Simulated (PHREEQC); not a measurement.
Dissolve 0.041 mol/kgw NH4Cl and 0.22 mol/kgw NaF at 20 °C. Closed to the air; pH follows from the charge balance.

Computed with PHREEQC (ion-association model, phreeqc.dat).

| quantity | before | after |
|---|---|---|
| pH | 6.75 | 6.41 |
| NaF (mol/kgw) | 0.0120 | 0.0107 |
| NH3 (mol/kgw) | 5.78e-5 | 0.000116 |
| HF (mol/kgw) | 3.28e-5 | 6.61e-5 |
| SI of Halite (NaCl) | -3.92 | -3.25 |

Problem. What was changed between the two runs?
A. NH4Cl from 0.041 to 0.205 mol/kgw
B. temperature from 20 to 25 °C
C. NaF from 0.22 to 0.022 mol/kgw
D. NaF from 0.22 to 0.11 mol/kgw

Solution. A, NH4Cl from 0.041 to 0.205 mol/kgw

Precipitation was switched off in this run.
